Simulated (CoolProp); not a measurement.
Properties of R152A along the isobar 9.62 bar.

Values from CoolProp's reference Helmholtz-energy equation of state, Outcalt 1996. It is a modified Benedict-Webb-Rubin equation, recast in Helmholtz form.

```
T (K)  phase  cp (kJ/(kg K))  Joule-Thomson coefficient (K/MPa)  Prandtl number
-----  -----  --------------  ---------------------------------  --------------
371.4    gas           1.317                              13.91           0.834
384.3    gas           1.326                              12.37           0.823
397.1    gas      (withheld)                         (withheld)      (withheld)
410      gas           1.355                         (withheld)           0.810
422.9    gas           1.373                         (withheld)           0.806
435.7    gas      (withheld)                              8.241           0.804
448.6    gas           1.412                              7.538           0.803
461.4    gas           1.433                              6.929           0.802
474.3    gas           1.454                              6.389           0.802
487.1    gas           1.475                              5.917           0.803
500      gas           1.496                              5.494           0.804
```

Problem. Complete the blanks.

Solution. 
- 397.1, cp (kJ/(kg K)): 1.339
- 397.1, Joule-Thomson coefficient (K/MPa): 11.08
- 397.1, Prandtl number: 0.815
- 410, Joule-Thomson coefficient (K/MPa): 9.984
- 422.9, Joule-Thomson coefficient (K/MPa): 9.045
- 435.7, cp (kJ/(kg K)): 1.392

Viscosity comes from a separate model (Bell 2016), an estimate that may be off by 10 % or more. Thermal conductivity comes from a separate model (Krauss 1996).
